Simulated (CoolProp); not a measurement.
Values from CoolProp's reference Helmholtz-energy equation of state, Gedanitz 2015.

For cyclopentane, give the phase and the cp (kJ/(kg K)) at 197.35 °C and 0.0122 MPa; 197.35 °C and 0.167 MPa.


- 197.35 °C and 0.0122 MPa: gas; cp 2.02
- 197.35 °C and 0.167 MPa: gas; cp 2.04
